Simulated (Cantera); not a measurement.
A perfectly stirred reactor is fed with CO : H₂ : O₂ : N₂ : CO₂ = 1 : 0.48 : 1.51 : 5.68 : 0.33 (molar parts), equivalence ratio 0.49, at 0.987 atm; it is adiabatic with a 423 K inlet, and is followed from long to short residence time, starting on the burning branch (τ in s: 0.023, 0.013, 0.0074, 0.0043, 0.0024, 0.0014, 0.0008, 0.00046, 0.00026, 0.00015, 8.6e-05, 4.9e-05, 2.8e-05).

Model: GRI-Mech 3.0 (53 species, 325 reactions), integrated in Cantera.

Predict: blow-out, bracketed by the residence times tried; x(CO) at τ = 23.0 ms; x(H₂) at τ = 23.0 ms; x(O₂) at τ = 23.0 ms; x(H₂O₂) at τ = 23.0 ms; x(NO) at τ = 23.0 ms; x(CO) at τ = 0.800 ms; x(H₂) at τ = 0.800 ms; x(O₂) at τ = 0.800 ms; x(H₂O₂) at τ = 0.800 ms; x(NO) at τ = 0.800 ms.


```
Property                                                                         Value
------------------------------------------------  ------------------------------------
blow-out, bracketed by the residence times tried  burning at 0.460 ms, out at 0.260 ms
x(CO) at τ = 23.0 ms                                                           0.00314
x(H₂) at τ = 23.0 ms                                                          0.000256
x(O₂) at τ = 23.0 ms                                                            0.0939
x(H₂O₂) at τ = 23.0 ms                                                         1.54e-7
x(NO) at τ = 23.0 ms                                                           1.83e-5
x(CO) at τ = 0.800 ms                                                           0.0222
x(H₂) at τ = 0.800 ms                                                          0.00168
x(O₂) at τ = 0.800 ms                                                            0.101
x(H₂O₂) at τ = 0.800 ms                                                        9.91e-7
x(NO) at τ = 0.800 ms                                                          9.73e-6
```
